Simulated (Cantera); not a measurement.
A closed system holds: 1 mol C2H2, 0.037 mol CO2, 2.2 mol H2, at 773 K and 76.0 mbar.

These are equilibrium values from Cantera (NASA tables, ideal gas, pure condensed phases), not measurements of a reactor. Candidate condensed phases: C, C6H6, C7H8, C8H18, H2O; 110 gas species. Rates play no part.

Base state: H2 0.857, CH4 0.118, H2O 0.0184, CO 0.00594, CO2 0.000656 (mole fractions); condensed: C(graphite).

Question: What changes in the equilibrium state with this change: temperature from 773 K to 1075 K?

Answer: 
```csv
species,before,after
H2,0.857,0.974
CO,0.00594,0.0225
CH4,0.118,0.00325
H2O,0.0184,0.000210
CO2,0.000656,5.21e-6
"C(graphite), mol",1.68,1.95
```
